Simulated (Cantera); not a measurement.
Input: 1 mol Si, 0.52 mol O2, 840 mol H2, at 6000 Torr.

Equilibrium computed with Cantera from the NASA thermochemical tables; the gas is ideal and each condensed phase is pure. Candidate condensed phases: H2O, Si, SiO2; 18 gas species. Equilibrium is a limit: real reactors are often held back by kinetics, nucleation or transport. All values below are at 1502 °C.

Base state: H2 0.999, SiO 0.00118, H 0.000102, H2O 5.57e-5 (mole fractions); condensed: gas only.

Q: What changes in the equilibrium state with this change: pressure from 6000 Torr to 0.00503 Torr?

A: 
| species | before | after |
|---|---|---|
| H2 | 0.999 | 0.893 |
| H | 0.000102 | 0.106 |
| SiO | 0.00118 | 0.00113 |
| H2O | 5.57e-5 | 4.48e-5 |
